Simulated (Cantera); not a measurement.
Input (Python, Cantera) and output of one run.

```python
import numpy as np
import cantera as ct

gas_names = """
    TiOCL2 CL O2 CL2
""".split()
cond_names = """
    Ti(a) Ti(b) Ti(L) Ti2O3(a) Ti2O3(b) Ti2O3(L) TiCL4(L)
""".split()


# ... load() reads the species with a 1 bar reference pressure and builds the phases ...
species = {s.name: s for s in load("nasa_gas.yaml", gas_names) + load("nasa_condensed.yaml", cond_names)}
# Each term lists the table entries of one substance; the one whose range holds T is used.
reactions = {
    '2 TiOCl2(g) = 4 Cl(g) + O2(g) + 2 Ti':
        [(-2, ['TiOCL2']), (4, ['CL']), (1, ['O2']), (2, ['Ti(a)', 'Ti(b)', 'Ti(L)'])],
    'Ti2O3 + Cl2(g) + TiCl4 = 3 TiOCl2(g)':
        [(-1, ['Ti2O3(a)', 'Ti2O3(b)', 'Ti2O3(L)']), (-1, ['CL2']), (-1, ['TiCL4(L)']), (3, ['TiOCL2'])],
}


def pick(names, T):
    return next(species[n] for n in names if species[n].thermo.min_temp <= T <= species[n].thermo.max_temp)


results = []
for label, terms in reactions.items():
    print(label)
    print("     T/K   dH/kJ  dS/(J/K)   dG/kJ   log10 K")
    for T in [423, 448, 473, 498, 523, 548]:
        used = [(nu, pick(names, T)) for nu, names in terms]
        dH = sum(nu * s.thermo.h(T) for nu, s in used) / 1e6
        dS = sum(nu * s.thermo.s(T) for nu, s in used) / 1e3
        dG = dH - T * dS / 1e3
        logK = -dG * 1e6 / (ct.gas_constant * T * np.log(10))
        results.append((label, T, dH, dS, dG, logK, [s.name for _, s in used]))
        print(f"{T:8g} {dH:8.1f} {dS:8.1f} {dG:8.1f} {logK:8.2f}")
```

Result:

```
2 TiOCl2(g) = 4 Cl(g) + O2(g) + 2 Ti
     T/K   dH/kJ  dS/(J/K)   dG/kJ   log10 K
     423   1579.1    293.0   1455.1  -179.68
     448   1579.6    294.3   1447.8  -168.80
     473   1580.1    295.4   1440.4  -159.06
     498   1580.7    296.5   1433.0  -150.30
     523   1581.2    297.5   1425.6  -142.38
     548   1581.7    298.5   1418.1  -135.17
Ti2O3 + Cl2(g) + TiCl4 = 3 TiOCl2(g)
     T/K   dH/kJ  dS/(J/K)   dG/kJ   log10 K
     423    680.1    387.1    516.3   -63.76
     448    678.0    382.4    506.7   -59.08
     473    674.7    375.3    497.2   -54.91
     498    672.8    371.2    487.9   -51.17
     523    670.8    367.3    478.7   -47.81
     548    668.7    363.5    469.5   -44.75
```

Standard-state values (1 bar) from the NASA 1993 polynomials, evaluated with Cantera. Condensed species are held in their standard states even where they would react or evaporate.
